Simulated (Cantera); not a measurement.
Equilibrium for silicon nitride deposition: trisilylamine + N2 + H2

Feed: 1 mol trisilylamine, 4.5 mol N2, 0.12 mol H2, held at 0.000250 bar.

These are equilibrium values from Cantera (NASA tables, ideal gas, pure condensed phases), not measurements of a reactor. Candidate condensed phases: Si, Si3N4; 18 gas species. The feed counts by its element totals alone. The tables' values for SiN are old estimates; treat these amounts as uncertain. Gases not in the tables: Si2H6 and higher silanes. Equilibrium is a limit: real reactors are often held back by kinetics, nucleation or transport.

From 1477 °C to 1727 °C the condensed part is Si(l). From 1752 °C to 1802 °C nothing is condensed. The main Si-bearing gas is Si throughout.

```
T (°C)   x N2   x H2     x Si     x H     x Si2  n Si(l)
------  -----  -----  -------  ------  --------  -------
1477    0.514  0.470  0.00600  0.0101   3.11e-5     2.94
1502    0.512  0.467  0.00878  0.0125   4.91e-5     2.91
1527    0.509  0.463   0.0127  0.0154   7.68e-5     2.87
1552    0.505  0.457   0.0182  0.0188  0.000118     2.81
1577    0.500  0.451   0.0258  0.0229  0.000180     2.73
1602    0.493  0.442   0.0362  0.0276  0.000272     2.62
1627    0.484  0.431   0.0504  0.0329  0.000405     2.46
1652    0.472  0.417   0.0696  0.0390  0.000598     2.23
1677    0.457  0.399   0.0952  0.0458  0.000872     1.91
1702    0.437  0.377    0.129  0.0531   0.00126     1.46
1727    0.411  0.349    0.174  0.0608   0.00181    0.793
1752    0.384  0.320    0.222  0.0689   0.00232        0
1777    0.381  0.312    0.222  0.0802   0.00186        0
1802    0.379  0.303    0.222  0.0928   0.00149        0
```
x: gas mole fraction; n: condensed amount in mol.
